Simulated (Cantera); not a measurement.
Input: 1 mol Pb, 3.8 mol CO, 21 mol N2, 8.6 mol H2, at 1050 K and 1050 Torr.

Equilibrium computed with Cantera from the NASA thermochemical tables; the gas is ideal and each condensed phase is pure. Candidate condensed phases: C, C6H6, C7H8, C8H18, H2O, Pb, PbO, PbO2, Pb3O4; 139 gas species. The numbers say what is thermodynamically allowed, not how fast it happens.

Base state: N2 0.638, H2 0.245, CO 0.103, H2O 0.00640, CH4 0.00481, CO2 0.00316, NH3 5.75e-5, Pb 3.32e-5 (mole fractions); condensed: C(graphite) + Pb(l).

Problem. What changes in the equilibrium state with this change: Pb replaced by PbO?

Solution. 
| species | before | after |
|---|---|---|
| N2 | 0.638 | 0.630 |
| H2 | 0.245 | 0.235 |
| CO | 0.103 | 0.102 |
| H2O | 0.00640 | 0.0207 |
| CO2 | 0.00316 | 0.0106 |
| Pb | 3.32e-5 | 3.32e-5 |
| CH4 | 0.00481 | 0.00130 |
| NH3 | 5.75e-5 | 5.36e-5 |
| C(graphite), mol | 0.156 | 0 |
| Pb(l), mol | 0.999 | 0.999 |

Problem. What changes in the equilibrium state with this change: N2 from 21 to 0.53 mol?

Solution. 
```json
[
 {"species": "H2", "before": "0.245", "after": "0.623"},
 {"species": "CO", "before": "0.103", "after": "0.245"},
 {"species": "N2", "before": "0.638", "after": "0.0446"},
 {"species": "CH4", "before": "0.00481", "after": "0.0311"},
 {"species": "H2O", "before": "0.00640", "after": "0.0388"},
 {"species": "CO2", "before": "0.00316", "after": "0.0180"},
 {"species": "Pb", "before": "3.32e-5", "after": "3.32e-5"},
 {"species": "NH3", "before": "5.75e-5", "after": "6.16e-5"},
 {"species": "C(graphite), mol", "before": "0.156", "after": "0.305"},
 {"species": "Pb(l), mol", "before": "0.999", "after": "1.000"}
]
```
